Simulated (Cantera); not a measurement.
A Cantera script and what it prints.

```python
import numpy as np
import cantera as ct

gas_names = """
    H2 H2S
""".split()
cond_names = """
    Na2S(1) Na2S(2) Na2S(L) Na(cr) Na(L)
""".split()


def load(file, names, dense=False):
    # The tables refer to 1 bar. Condensed volumes are neglected.
    table = {s.name: s for s in ct.Species.list_from_file(file)}
    out = []
    for n in names:
        d = dict(table[n].input_data)
        d["thermo"] = dict(d["thermo"], **{"reference-pressure": 1e5})
        if dense:
            d["equation-of-state"] = {"model": "constant-volume", "density": "1e6 g/cm^3"}
        out.append(ct.Species.from_dict(d))
    return out


species = {s.name: s for s in load("nasa_gas.yaml", gas_names) + load("nasa_condensed.yaml", cond_names)}
# Each term lists the table entries of one substance; the one whose range holds T is used.
reactions = {
    'H2(g) + Na2S = H2S(g) + 2 Na':
        [(-1, ['H2']), (-1, ['Na2S(1)', 'Na2S(2)', 'Na2S(L)']), (1, ['H2S']), (2, ['Na(cr)', 'Na(L)'])],
}


def pick(names, T):
    return next(species[n] for n in names if species[n].thermo.min_temp <= T <= species[n].thermo.max_temp)


results = []
for label, terms in reactions.items():
    print(label)
    print("     T/K   dH/kJ  dS/(J/K)   dG/kJ   log10 K")
    for T in [300, 400, 500, 600, 700, 800, 900, 1000, 1100, 1200]:
        used = [(nu, pick(names, T)) for nu, names in terms]
        dH = sum(nu * s.thermo.h(T) for nu, s in used) / 1e6
        dS = sum(nu * s.thermo.s(T) for nu, s in used) / 1e3
        dG = dH - T * dS / 1e3
        logK = -dG * 1e6 / (ct.gas_constant * T * np.log(10))
        results.append((label, T, dH, dS, dG, logK, [s.name for _, s in used]))
        print(f"{T:8g} {dH:8.1f} {dS:8.1f} {dG:8.1f} {logK:8.2f}")
```

Output:

```
H2(g) + Na2S = H2S(g) + 2 Na
     T/K   dH/kJ  dS/(J/K)   dG/kJ   log10 K
     300    345.6     81.3    321.2   -55.92
     400    349.0     90.3    312.9   -40.86
     500    347.4     86.8    304.1   -31.76
     600    345.7     83.6    295.5   -25.73
     700    343.9     80.8    287.3   -21.44
     800    342.0     78.3    279.4   -18.24
     900    340.1     76.0    271.7   -15.77
    1000    338.1     73.9    264.2   -13.80
    1100    335.6     71.6    256.9   -12.20
    1200    329.9     66.6    249.9   -10.88
```

Cantera with NASA thermochemical tables; ideal gases at 1 bar, condensed phases pure. Condensed species are held in their standard states even where they would react or evaporate.
